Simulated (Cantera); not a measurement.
Input: 1 mol PbO, 1900 mol H2, 1.3 mol N2, at 13300 Pa.

These are equilibrium values from Cantera (NASA tables, ideal gas, pure condensed phases), not measurements of a reactor. Candidate condensed phases: H2O, Pb, PbO, PbO2, Pb3O4; 27 gas species. The numbers say what is thermodynamically allowed, not how fast it happens.

log p: log10 of the partial pressure in bar; n: condensed amount in mol.

| T (K) | log p H2 | log p H | log p N2 | log p H2O | log p Pb | log p NH3 | n Pb(l) |
|---|---|---|---|---|---|---|---|
| 848 | -0.88 | -11.16 | -4.04 | -4.15 | -6.52 | -6.06 | 0.996 |
| 948 | -0.88 | -9.72 | -4.04 | -4.15 | -5.32 | -6.41 | 0.932 |
| 1048 | -0.88 | -8.55 | -4.04 | -4.15 | -4.35 | -6.70 | 0.362 |
| 1148 | -0.88 | -7.58 | -4.04 | -4.15 | -4.15 | -6.94 | 0 |
| 1248 | -0.88 | -6.77 | -4.04 | -4.15 | -4.15 | -7.15 | 0 |
| 1348 | -0.88 | -6.07 | -4.04 | -4.15 | -4.15 | -7.32 | 0 |
| 1448 | -0.88 | -5.47 | -4.04 | -4.15 | -4.15 | -7.47 | 0 |
| 1548 | -0.88 | -4.95 | -4.04 | -4.15 | -4.15 | -7.60 | 0 |
| 1648 | -0.88 | -4.49 | -4.04 | -4.15 | -4.15 | -7.72 | 0 |
| 1748 | -0.88 | ___ | -4.04 | -4.15 | -4.15 | ___ | 0 |
| 1848 | -0.88 | -3.71 | -4.04 | -4.15 | -4.15 | -7.91 | 0 |
| 1948 | -0.88 | ___ | -4.04 | -4.16 | -4.16 | ___ | 0 |
| 2048 | -0.88 | -3.09 | -4.04 | -4.16 | -4.16 | -8.07 | 0 |

Complete the blanks.


- 1748, log p H: -4.08
- 1748, log p NH3: -7.82
- 1948, log p H: -3.39
- 1948, log p NH3: -7.99
